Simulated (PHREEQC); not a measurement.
A column of 0.2 m (30 cells, dispersivity 0.01 m, 300 s a shift, diffusion coefficient 3e-10 m²/s) holds 0.0086 eq of the database's cation exchanger X per kg of pore water, first in equilibrium with 0.0011 mol NaCl, 0.00097 mol ZnSO4 and 1e-05 mol HCl per kg of water. It is flushed with 0.0031 mol KBr and 1e-05 mol HCl per kg of water, at 25 °C. Values are for the last cell. No CO2 enters from the air. Nothing may precipitate in this run.

The series has 31 steps of pore volumes, from 0 to 8.017.

Computed with PHREEQC (ion-association model, phreeqc.dat).

Task: After how many pore volumes does Br at the outlet first reach half of its feed value?

Result: By 1.1 pore volumes.

Task: After how many pore volumes does K at the outlet first reach half of its feed value?

Result: By 1.9 pore volumes.

Species that the database lacks are ignored.
